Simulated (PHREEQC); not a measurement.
Consider water at 65 °C with 0.27 mol/kgw MgCl2, 0.00012 mol/kgw CO2 and 0.0001 mol/kgw MgSO4. Closed to the air; pH follows from the charge balance.

Computed with PHREEQC (ion-association model, phreeqc.dat).

Precipitation was switched off in this run.

**Question.** Estimate the pH, activity of water.

**Answer.** pH 4.89; activity of water 0.986.

**Question.** In which forms is S present?

**Answer.** MgSO4 84 %, SO4-2 16 % of the S.

The ionic strength is past about 0.7 mol/kgw, beyond the range of this activity model, so the values are rough. Species that the database lacks are ignored. Away from 25 °C the constants follow the database's enthalpies or fits; those with neither stay at their 25 °C values.
